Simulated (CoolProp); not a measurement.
Vapour-liquid equilibrium of propane (1) + benzene (2) at 37.25 °C; x and y are mole fractions of (1).

Values from CoolProp's multi-fluid Helmholtz-energy mixture model, Lemmon 2009 and Thol 2012; pair parameters Bell 2016.

Q: Give the bubble pressure and the first vapour's composition at x = 0.65, 0.8, 0.875. Is there an azeotrope?

A: x = 0.65: 8.692 bar, y = 0.982; x = 0.8: 10.22 bar, y = 0.989; x = 0.875: 11.09 bar, y = 0.993. No azeotrope shows between x = 0.05 and 0.95.

Pair parameters are fitted to limited data, so mixtures are less certain than the pure fluids. The gap from Raoult's law changes sign with composition, which may be real or a fault of the pair parameters; it wasn't checked against measurements. With so large a gap from Raoult's law the liquid may split in two, which this calculation doesn't test in full.
